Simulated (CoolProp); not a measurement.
Model: reference Helmholtz-energy equation of state, Lemmon 2006, in CoolProp. It is a short technical equation, of lower accuracy than the large ones.

For isopentane, give the phase and the speed of sound (m/s), Joule-Thomson coefficient (K/MPa), isothermal compressibility (1/MPa), expansivity (1/kK) at 266.7 K and 0.101 MPa; 300.1 K and 0.101 MPa.


- 266.7 K and 0.101 MPa: liquid; speed of sound 1110, Joule-Thomson coefficient -0.443, isothermal compressibility 0.00168, expansivity 1.48
- 300.1 K and 0.101 MPa: liquid; speed of sound 951, Joule-Thomson coefficient -0.355, isothermal compressibility 0.00241, expansivity 1.68
